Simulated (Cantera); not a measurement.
Input: 1 mol TEOS, 4.8 mol NO, 8.5 mol H₂, 0.44 mol H₂O, held at 27.0 Torr.

Cantera equilibrium calculation (NASA polynomials, part measured and part estimated; ideal gas, pure solids and liquids). Candidate condensed phases: C, C₆H₆, C₇H₈, C₈H₁₈, H₂O, Si, SiC, SiO₂, Si₂N₂O, Si₃N₄; 151 gas species. The feed counts by its element totals alone. Equilibrium is a limit: real reactors are often held back by kinetics, nucleation or transport.

Problem. Which condensed phases are stable at each of these points (T (K)): 700, 725, 750, 775, 800, 825, 850, 875, 900, 925, 950?

Solution. 
```json
[
 {"T (K)": "700", "condensed phases": "C(graphite) + SiO₂(α-quartz)", "Si condensed (%)": "100.0"},
 {"T (K)": "725", "condensed phases": "C(graphite) + SiO₂(α-quartz)", "Si condensed (%)": "100.0"},
 {"T (K)": "750", "condensed phases": "C(graphite) + SiO₂(α-quartz)", "Si condensed (%)": "100.0"},
 {"T (K)": "775", "condensed phases": "C(graphite) + SiO₂(α-quartz)", "Si condensed (%)": "100.0"},
 {"T (K)": "800", "condensed phases": "C(graphite) + SiO₂(α-quartz)", "Si condensed (%)": "100.0"},
 {"T (K)": "825", "condensed phases": "C(graphite) + SiO₂(α-quartz)", "Si condensed (%)": "100.0"},
 {"T (K)": "850", "condensed phases": "C(graphite) + SiO₂(β-quartz)", "Si condensed (%)": "100.0"},
 {"T (K)": "875", "condensed phases": "C(graphite) + SiO₂(β-quartz)", "Si condensed (%)": "100.0"},
 {"T (K)": "900", "condensed phases": "C(graphite) + SiO₂(β-quartz)", "Si condensed (%)": "100.0"},
 {"T (K)": "925", "condensed phases": "C(graphite) + SiO₂(β-quartz)", "Si condensed (%)": "100.0"},
 {"T (K)": "950", "condensed phases": "C(graphite) + SiO₂(β-quartz)", "Si condensed (%)": "100.0"}
]
```

From 700 K to 825 K the condensed part is C(graphite) + SiO₂(α-quartz). From 850 K to 950 K the condensed part is C(graphite) + SiO₂(β-quartz).
